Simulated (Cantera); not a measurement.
## Abatement and gas-phase synthesis: NF3 + O2 + H2

Charge: 1 mol NF3, 0.97 mol O2, 4.4 mol H2, equilibrated at 2075 K and 0.0133 bar.

Method: chemical equilibrium by Gibbs-energy minimisation in Cantera with the NASA 1993 tables (ideal gas, pure condensed phases). Candidate condensed phases: H2O; 40 gas species. The numbers say what is thermodynamically allowed, not how fast it happens.

| Item | Value |
|---|---|
| x(HF) | 0.466 |
| x(H2O) | 0.299 |
| x(H2) | 0.146 |
| x(N2) | 0.0777 |
| x(H) | 0.00882 |
| x(OH) | 0.00206 |
| x(O) | 8.92e-5 |
| x(O2) | 7.80e-5 |
| x(NO) | 5.65e-5 |
| gas amount | 6.436 mol |
